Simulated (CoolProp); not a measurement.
Vapour-liquid equilibrium of ethane (1) + C3F8 (R218) (2) at 222.3 K; x and y are mole fractions of (1).

Computed with CoolProp (multi-fluid Helmholtz-energy mixture model, Bücker 2006 and Lemmon 2006; pair parameters Bell 2016).

```
x      bubble pressure, mixture model (MPa)  bubble pressure, Raoult's law (MPa)  y, mixture model  y, Raoult's law
-----  ------------------------------------  -----------------------------------  ----------------  ---------------
0.05                                 0.1087                              0.07533             0.541            0.355
0.125                                0.1909                               0.1116             0.750            0.599
0.2                                  0.2617                               0.1479             0.825            0.724
0.275                                0.3179                               0.1842             0.862            0.799
0.35                                 0.3599                               0.2206             0.884            0.849
0.425                                0.3903                               0.2569             0.897            0.886
0.5                                  0.4125                               0.2932             0.907            0.913
0.575                                0.4298                               0.3295             0.914            0.934
0.65                                 0.4451                               0.3658             0.922            0.951
0.725                                0.4605                               0.4021             0.930            0.965
0.8                                  0.4775                               0.4384             0.941            0.977
0.875                                0.4971                               0.4747             0.957            0.987
0.95                                 0.5192                               0.5110             0.979            0.995
```

The largest gap from Raoult's law is +76.9 % in bubble pressure, at x = 0.2. No azeotrope shows between x = 0.05 and 0.95.

Pair parameters are fitted to limited data, so mixtures are less certain than the pure fluids. With so large a gap from Raoult's law the liquid may split in two, which this calculation doesn't test in full.
